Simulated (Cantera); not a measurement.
What does this Cantera script print?

```python
import numpy as np
import cantera as ct

gas = ct.Solution("h2o2.yaml")
gas.TPX = 475, 101325, {'H2': 1, 'O2': 0.312, 'N2': 1.17}
flame = ct.FreeFlame(gas, width=0.04)
flame.set_refine_criteria(ratio=3, slope=0.08, curve=0.16)
flame.transport_model = "mixture-averaged"
flame.solve(loglevel=0, auto=True)
z, T = flame.grid, flame.T
thick = (T[-1] - T[0]) / np.gradient(T, z).max()
show = ['H2', 'O2', 'OH', 'H2O2', 'HO2', 'H2O']
print(f"laminar burning velocity  {flame.velocity[0] * 100:.3f} cm/s")
print(f"burnt temperature         {T[-1]:.1f} K")
print(f"thermal thickness         {thick * 1e3:.4f} mm")
print(f"grid points               {len(z)}")
z0 = z[flame.heat_release_rate.argmax()]
print(f"{'z/mm':>9s}{'T/K':>9s}{'u/(m/s)':>9s}" + "".join(f"{s:>11s}" for s in show))
rows = []
for k in (-3, -2, -1.5, -1, -0.5, -0.25, 0, 0.25, 0.5, 1, 2, 4, 8):
    zz = z0 + k * thick
    rows.append([k * thick, np.interp(zz, z, T), np.interp(zz, z, flame.velocity),
                 *(np.interp(zz, z, flame.X[gas.species_index(s)]) for s in show)])
    print(f"{rows[-1][0] * 1e3:9.3f}{rows[-1][1]:9.1f}{rows[-1][2]:9.3f}" + "".join(f"{x:11.3e}" for x in rows[-1][3:]))
```

Output:

```
laminar burning velocity  621.149 cm/s
burnt temperature         2329.6 K
thermal thickness         0.4011 mm
grid points               121
     z/mm      T/K  u/(m/s)         H2         O2         OH       H2O2        HO2        H2O
   -1.203    475.0    6.211  4.029e-01  1.257e-01  9.246e-17  5.703e-16  1.813e-13  2.400e-13
   -0.802    475.0    6.211  4.029e-01  1.257e-01  5.548e-15  4.880e-14  1.149e-11  1.299e-11
   -0.602    475.0    6.211  4.029e-01  1.257e-01  2.967e-13  3.458e-12  7.724e-10  6.825e-10
   -0.401    475.0    6.212  4.029e-01  1.257e-01  5.392e-11  7.306e-10  1.474e-07  9.419e-08
   -0.201    489.4    6.371  3.997e-01  1.260e-01  3.131e-05  4.408e-06  1.972e-04  3.834e-04
   -0.100    735.9    9.341  3.666e-01  1.204e-01  8.949e-04  3.273e-05  2.287e-04  1.960e-02
    0.000   1185.5   14.568  2.654e-01  8.435e-02  2.446e-03  3.858e-06  8.421e-05  1.008e-01
    0.100   1497.4   18.194  1.657e-01  2.661e-02  5.917e-03  1.857e-06  2.486e-05  2.092e-01
    0.201   1636.2   19.748  1.385e-01  7.716e-03  7.415e-03  1.181e-06  6.889e-06  2.460e-01
    0.401   1768.2   21.162  1.386e-01  3.114e-03  8.435e-03  6.974e-07  2.622e-06  2.570e-01
    0.802   1902.8   22.553  1.458e-01  2.075e-03  8.670e-03  3.740e-07  1.643e-06  2.624e-01
    1.605   2032.8   23.858  1.525e-01  1.255e-03  7.997e-03  1.944e-07  9.826e-07  2.684e-01
    3.209   2143.9   24.941  1.582e-01  6.493e-04  6.550e-03  1.027e-07  5.364e-07  2.743e-01
```

Model: the H2/O2 subset of GRI-Mech 3.0, which has no nitrogen chemistry, integrated in Cantera. Burning velocities carry a grid error of a few per cent, more on coarse grids.
